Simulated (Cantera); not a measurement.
An isothermal, constant-pressure homogeneous reactor starts with N2O : H2 : N2 = 1 : 0.0034 : 1.3 (molar parts), at 1275 K and 0.661 atm. Integrator tolerance rtol = 1e-08.

Model: GRI-Mech 3.0 (53 species, 325 reactions), integrated in Cantera. GRI-Mech 3.0 was tuned for natural gas; its chemistry of N2O as a main component is partial and can be far from experiment. The mechanism lacks the step 2 NO + O2 → 2 NO2, which can matter for NO2 below about 1400 K. The temperature is held fixed by assumption; the heat of reaction is taken as removed at once.

**Question.** What does this change do: H2 0.0034 to 0.0011 parts?

**Answer.** 
```json
[
 {"quantity": "x(N2O) at 200 s", "before": "3.65e-7 (gas-phase equilibrium 1.78e-8)", "after": "3.80e-7 (gas-phase equilibrium 1.78e-8)"},
 {"quantity": "x(H2) at 200 s", "before": "2.06e-10 (gas-phase equilibrium 1.95e-10)", "after": "6.68e-11 (gas-phase equilibrium 6.31e-11)"},
 {"quantity": "x(NO) at 200 s", "before": "0.0365 (gas-phase equilibrium 0.000316)", "after": "0.0371 (gas-phase equilibrium 0.000317)"},
 {"quantity": "x(O2) at 200 s", "before": "0.159 (gas-phase equilibrium 0.178)", "after": "0.159 (gas-phase equilibrium 0.178)"},
 {"quantity": "x(N2) at 200 s", "before": "0.803 (gas-phase equilibrium 0.821)", "after": "0.803 (gas-phase equilibrium 0.821)"},
 {"quantity": "x(H2O) at 200 s", "before": "0.00121 (gas-phase equilibrium 0.00121)", "after": "0.000393 (gas-phase equilibrium 0.000393)"},
 {"quantity": "x(HO2) at 200 s", "before": "2.38e-9 (gas-phase equilibrium 2.59e-9)", "after": "1.36e-9 (gas-phase equilibrium 1.47e-9)"}
]
```

**Question.** What does this change do: pressure from 0.661 atm to 0.0132 atm?

**Answer.** 
```tsv
quantity	before	after
x(N2O) at 200 s	3.65e-7 (gas-phase equilibrium 1.78e-8)	0.00120 (gas-phase equilibrium 2.50e-9)
x(H2) at 200 s	2.06e-10 (gas-phase equilibrium 1.95e-10)	7.42e-9 (gas-phase equilibrium 1.38e-9)
x(NO) at 200 s	0.0365 (gas-phase equilibrium 0.000316)	0.0457 (gas-phase equilibrium 0.000316)
x(O2) at 200 s	0.159 (gas-phase equilibrium 0.178)	0.155 (gas-phase equilibrium 0.178)
x(N2) at 200 s	0.803 (gas-phase equilibrium 0.821)	0.797 (gas-phase equilibrium 0.821)
x(H2O) at 200 s	0.00121 (gas-phase equilibrium 0.00121)	0.00121 (gas-phase equilibrium 0.00121)
x(HO2) at 200 s	2.38e-9 (gas-phase equilibrium 2.59e-9)	6.23e-10 (gas-phase equilibrium 9.71e-10)
```
Radical loss at walls, strong at low pressure, is not modelled.
